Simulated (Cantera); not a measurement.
A Cantera script and what it prints.

```python
import numpy as np
import cantera as ct

gas_names = """
    CL CL2 H HCL H2 Si SiCL SiCL2 SiCL3 SiCL4 SiH SiHCL3 SiH2 SiH2CL2 SiH3 SiH3CL SiH4 Si2 Si3
""".split()
cond_names = """
    Si(cr) Si(L)
""".split()


# ... load() reads the species with a 1 bar reference pressure and builds the phases ...
atoms = {
    'SiCl4': {'Si': 1, 'CL': 4},
    'HCl': {'H': 1, 'CL': 1},
    'H2': {'H': 2},
}
top_T = {}  # K; cautious upper limits of use, not melting points


# ... equilibrate(T, P, feed) seeds the gas with the atoms and calls Mixture.equilibrate('TP', solver="vcs", rtol=1e-11, max_steps=5000) ...
results = []
feed = {'SiCl4': 1, 'HCl': 0.028, 'H2': 170}  # mol
T = 1398.15  # K
P = 10000  # Pa
mix = equilibrate(T, P, feed)
results.append((T, P, feed, dict(zip(mix.species_names, mix.species_moles))))
x = sorted(zip(gas.X, gas.species_names), reverse=True)
print(f"T = {T:g} K  P = {P:g} Pa  gas = {mix.phase_moles(0):.4g} mol")
print("   x: " + "  ".join(f"{s} {v:.3e}" for v, s in x if v > 0.001))
print("   condensed (mol): " + ("  ".join(f"{mix.phase(i).name} {mix.phase_moles(i):.4g}"
      for i in range(1, mix.n_phases) if mix.phase_moles(i) > 1e-12) or "none"))
```

Output:

```
T = 1398.15 K  P = 10000 Pa  gas = 172 mol
   x: H2 9.780e-01  HCL 2.062e-02  SiCL2 1.281e-03
   condensed (mol): Si(cr) 0.7658
```

Equilibrium computed with Cantera from the NASA thermochemical tables; the gas is ideal and each condensed phase is pure. The tables' values for SiCl3 are old estimates; treat these amounts as uncertain.
